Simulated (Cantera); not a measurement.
A perfectly stirred reactor is fed with CH4 : CO : O2 : N2 = 1 : 1.2 : 1.73 : 16.3 (molar parts), equivalence ratio 1.5, at 2030 Torr; it is adiabatic with a 600 K inlet, and is followed from long to short residence time, starting on the burning branch (τ in s: 0.076, 0.021, 0.006, 0.0017, 0.00048, 0.00014, 3.8e-05, 1.1e-05, 3.1e-06).

Model: GRI-Mech 3.0 (53 species, 325 reactions), integrated in Cantera.

Task: Predict: blow-out, bracketed by the residence times tried; x(CH4) at τ = 76.0 ms; x(CO) at τ = 76.0 ms; x(O2) at τ = 76.0 ms; x(C2H) at τ = 76.0 ms; x(H) at τ = 76.0 ms; x(CH4) at τ = 0.480 ms; x(CO) at τ = 0.480 ms; x(O2) at τ = 0.480 ms.

Result: 
- blow-out, bracketed by the residence times tried = burning at 21.0 ms, out at 6.00 ms
- x(CH4) at τ = 76.0 ms = 0.00339
- x(CO) at τ = 76.0 ms = 0.0529
- x(O2) at τ = 76.0 ms = 0.00245
- x(C2H) at τ = 76.0 ms = 2.48e-9
- x(H) at τ = 76.0 ms = 2.11e-5
- x(CH4) at τ = 0.480 ms = 0.0494
- x(CO) at τ = 0.480 ms = 0.0593
- x(O2) at τ = 0.480 ms = 0.0855
